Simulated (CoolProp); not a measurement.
Vapour-liquid equilibrium of R13 (1) + propylene (2) at 279.6 K; x and y are mole fractions of (1).

Computed with CoolProp (multi-fluid Helmholtz-energy mixture model, Platzer 1990 and Lemmon 2013; pair parameters Bell 2016). This equation is an older, rougher fit; its heat capacities, sound speeds and derivatives of the liquid may be far off and weren't checked against measurements.

| x | bubble pressure (MPa) | y at the bubble point | dew pressure at overall composition x (MPa) | liquid density (mol/L) |
|---|---|---|---|---|
| 0.05 | 0.8331 | 0.172 | 0.7382 | 12.63 |
| 0.15 | 1.062 | 0.382 | 0.8146 | 12.40 |
| 0.25 | 1.260 | 0.510 | [?] | 12.16 |
| 0.35 | 1.434 | 0.600 | 1.020 | 11.90 |
| 0.45 | 1.590 | [?] | 1.160 | 11.64 |
| 0.55 | 1.733 | 0.730 | 1.333 | 11.38 |
| 0.65 | 1.869 | [?] | [?] | 11.11 |
| 0.75 | 2.000 | [?] | 1.781 | [?] |
| 0.85 | 2.129 | 0.901 | 2.018 | [?] |
| 0.95 | [?] | 0.965 | 2.226 | 10.33 |

Task: Fill in the missing entries.

Result: 
- 0.25, dew pressure at overall composition x (MPa): 0.9070
- 0.45, y at the bubble point: 0.670
- 0.65, y at the bubble point: 0.786
- 0.65, dew pressure at overall composition x (MPa): 1.544
- 0.75, y at the bubble point: 0.842
- 0.75, liquid density (mol/L): 10.84
- 0.85, liquid density (mol/L): 10.57
- 0.95, bubble pressure (MPa): 2.254

No azeotrope shows between x = 0.05 and 0.95.

Pair parameters are fitted to limited data, so mixtures are less certain than the pure fluids.
